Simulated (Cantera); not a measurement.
A closed system holds: 1 mol ZrO₂, 0.42 mol H₂, 11 mol N₂, held at 100000 Pa.

Equilibrium computed with Cantera from the NASA thermochemical tables; the gas is ideal and each condensed phase is pure. Candidate condensed phases: H₂O, Zr, ZrN, ZrO₂; 28 gas species. Kinetics and transport are ignored.

At 1577 °C, list the 3 most abundant gas species with their mole fractions, and the condensed phases.

N₂ 0.963, H₂ 0.0367, H 0.000103. Condensed: ZrO₂(tetragonal).
